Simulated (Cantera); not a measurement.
**Thermodynamics of fluorocarbon and chlorocarbon gases, feed c-C4F8**

A closed system holds: 1 mol c-C4F8, equilibrated at 13.3 mbar.

Cantera equilibrium calculation (NASA polynomials, part measured and part estimated; ideal gas, pure solids and liquids). Candidate condensed phases: C; 13 gas species. The feed counts by its element totals alone. Gases not in the tables: C2F6 and larger saturated fluorocarbons. Rates play no part.

From 2400 K to 3075 K the condensed part is C(graphite). From 3150 K to 3225 K nothing is condensed. The main C-bearing gas is CF2 at 2400 K and C3 at 3225 K.

```json
[
 {"T (K)": "2400", "log p F": "-2.28", "log p CF2": "-2.19", "log p CF": "-3.91", "log p CF4": "-2.86", "log p C3": "-7.01", "log p C": "-7.40", "log p CF3": "-3.71", "log p C2": "-8.05", "n C(graphite)": "1.32"},
 {"T (K)": "2475", "log p F": "-2.18", "log p CF2": "-2.23", "log p CF": "-3.70", "log p CF4": "-3.29", "log p C3": "-6.47", "log p C": "-6.93", "log p CF3": "-3.89", "log p C2": "-7.51", "n C(graphite)": "1.43"},
 {"T (K)": "2550", "log p F": "-2.11", "log p CF2": "-2.31", "log p CF": "-3.53", "log p CF4": "-3.78", "log p C3": "-5.97", "log p C": "-6.49", "log p CF3": "-4.11", "log p C2": "-7.00", "n C(graphite)": "1.68"},
 {"T (K)": "2625", "log p F": "-2.05", "log p CF2": "-2.41", "log p CF": "-3.38", "log p CF4": "-4.30", "log p C3": "-5.50", "log p C": "-6.07", "log p CF3": "-4.38", "log p C2": "-6.53", "n C(graphite)": "1.97"},
 {"T (K)": "2700", "log p F": "-2.01", "log p CF2": "-2.53", "log p CF": "-3.25", "log p CF4": "-4.85", "log p C3": "-5.06", "log p C": "-5.67", "log p CF3": "-4.66", "log p C2": "-6.07", "n C(graphite)": "2.25"},
 {"T (K)": "2775", "log p F": "-1.98", "log p CF2": "-2.67", "log p CF": "-3.14", "log p CF4": "-5.40", "log p C3": "-4.64", "log p C": "-5.30", "log p CF3": "-4.96", "log p C2": "-5.65", "n C(graphite)": "2.46"},
 {"T (K)": "2850", "log p F": "-1.97", "log p CF2": "-2.81", "log p CF": "-3.05", "log p CF4": "-5.96", "log p C3": "-4.24", "log p C": "-4.95", "log p CF3": "-5.27", "log p C2": "-5.24", "n C(graphite)": "2.57"},
 {"T (K)": "2925", "log p F": "-1.96", "log p CF2": "-2.97", "log p CF": "-2.96", "log p CF4": "-6.53", "log p C3": "-3.86", "log p C": "-4.61", "log p CF3": "-5.59", "log p C2": "-4.86", "n C(graphite)": "2.52"},
 {"T (K)": "3000", "log p F": "-1.96", "log p CF2": "-3.14", "log p CF": "-2.90", "log p CF4": "-7.11", "log p C3": "-3.51", "log p C": "-4.30", "log p CF3": "-5.93", "log p C2": "-4.50", "n C(graphite)": "2.20"},
 {"T (K)": "3075", "log p F": "-1.98", "log p CF2": "-3.33", "log p CF": "-2.85", "log p CF4": "-7.71", "log p C3": "-3.17", "log p C": "-3.99", "log p CF3": "-6.28", "log p C2": "-4.15", "n C(graphite)": "1.36"},
 {"T (K)": "3150", "log p F": "-2.00", "log p CF2": "-3.55", "log p CF": "-2.83", "log p CF4": "-8.34", "log p C3": "-2.92", "log p C": "-3.73", "log p CF3": "-6.67", "log p C2": "-3.87", "n C(graphite)": "0"},
 {"T (K)": "3225", "log p F": "-1.99", "log p CF2": "-3.78", "log p CF": "-2.87", "log p CF4": "-8.91", "log p C3": "-2.92", "log p C": "-3.56", "log p CF3": "-7.04", "log p C2": "-3.77", "n C(graphite)": "0"}
]
```
log p: log10 of the partial pressure in bar; n: condensed amount in mol.
